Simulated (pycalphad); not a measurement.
Mg-Si solution, phase liquid, at 1500 K; mixing quantities and activities refer to the pure elements in the same phase at that temperature, stable or not. Over part of the range this solution is metastable.

All values are pycalphad results on the COST 507 light-alloy database (1999) (1 atm), not direct measurements. No gas phase is included, though pure Mg would boil below 1500 K. These are 1990s assessments: newer ones move some temperatures and phases.

The enthalpy of mixing at x = 0.5 is -20.97 kJ/mol.

Problem. Take a regular solution with Ω = 4 ΔH(0.5). How do its activities of Si, and those of an ideal solution, compare with the assessed ones?

Solution. Ω = -83.9 kJ/mol, a = x exp[Ω(1 − x)²/RT].

```tsv
x(Si)	ideal	regular	assessed	assessed / regular
0.02	0.02	3.14e-5	0.000962	31
0.05	0.05	0.000116	0.00290	25
0.1	0.1	0.000431	0.00771	18
0.2	0.2	0.00270	0.0273	10
0.3	0.3	0.0111	0.0739	6.6
0.4	0.4	0.0355	0.168	4.7
0.5	0.5	0.0931	0.310	3.3
0.6	0.6	0.205	0.459	2.2
0.7	0.7	0.382	0.576	1.5
0.8	0.8	0.611	0.682	1.1
0.9	0.9	0.841	0.831	0.99
0.95	0.95	0.934	0.924	0.99
0.98	0.98	0.977	0.975	1.00
```
The regular model is symmetric and has no excess entropy; the assessment has an excess entropy of -8.1 J/(mol K) at x = 0.5, and ΔH = -11.16 at x = 0.2 against -15.90 kJ/mol at 0.8.
